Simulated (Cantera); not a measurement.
A perfectly stirred reactor is fed with CH3OH : O2 : N2 : H2O = 1 : 2.34 : 8.81 : 2.2 (molar parts), at 100000 Pa; it is adiabatic with a 725 K inlet, and is followed from long to short residence time, starting on the burning branch (τ in s: 0.13, 0.046, 0.016, 0.0057, 0.002, 0.00072, 0.00025, 9e-05, 3.2e-05, 1.1e-05).

Computed with Cantera and GRI-Mech 3.0 (53 species, 325 reactions). GRI-Mech 3.0 was tuned for natural gas; its chemistry of methanol as a main component is partial and can be far from experiment.

One state of this run: T (K) = 1697; x CH3OH = 0.000174; x O2 = 0.0645; x H2O = 0.268; x NO = 2.29e-6; x HCN = 2.52e-8. x: mole fraction; the columns are a selection and need not sum to one.

Question: Which value of τ (s) does it belong to?
A. 0.00025
B. 0.0057
C. 0.13
D. 0.016

Answer: A, 0.00025
